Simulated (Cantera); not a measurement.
Input: 1 mol CH₃Cl, at 3.80 Pa.

These are equilibrium values from Cantera (NASA tables, ideal gas, pure condensed phases), not measurements of a reactor. Candidate condensed phases: C, C₆H₆, C₇H₈, C₈H₁₈; 91 gas species. Equilibrium is a limit: real reactors are often held back by kinetics, nucleation or transport.

x: gas mole fraction; n: condensed amount in mol.

```csv
T (K),x H,x H₂,x HCl,x Cl,x C₃,x C,n C(graphite)
1700,0.0167,0.491,0.480,0.0127,1.18e-10,3.96e-10,1.000
1850,0.0596,0.466,0.432,0.0421,1.33e-8,2.43e-8,0.999
2000,0.167,0.400,0.330,0.103,7.29e-7,8.01e-7,0.999
2150,(withheld),(withheld),(withheld),(withheld),(withheld),(withheld),0.997
2300,0.567,0.131,0.0729,0.228,0.000440,0.000220,0.990
2450,0.682,(withheld),(withheld),0.242,(withheld),(withheld),(withheld)
2600,0.672,0.0117,0.00566,0.229,0.0583,0.0164,0.120
```

Some entries are withheld; supply them.


- 2450, x H₂: 0.0438
- 2450, x HCl: 0.0219
- 2450, x C₃: 0.00591
- 2450, x C: 0.00217
- 2450, n C(graphite): 0.914
- 2150, x H: 0.359
- 2150, x H₂: 0.275
- 2150, x HCl: 0.187
- 2150, x Cl: 0.179
- 2150, x C₃: 2.25e-5
- 2150, x C: 1.62e-5
